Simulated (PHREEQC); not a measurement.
Solution (25 °C): 28 mmol/kgw TMAH and 0.23 mmol/kgw Na2SiO3. Closed to the air; pH follows from the charge balance.

All values are PHREEQC results (ion-association model, phreeqc.dat), not measurements.

The ionic strength comes out as 0.0285 mol/kgw. What activity coefficients do Na+, OH-, H3SiO4-, H2SiO4-2 get?

Na+ 0.86, OH- 0.85, H3SiO4- 0.85, H2SiO4-2 0.54.

No solid was allowed to form. Complexes and solids missing from the database can't appear. (CH3)4N+ isn't in the database: it is added as a free cation with an ion size of 4 Å.
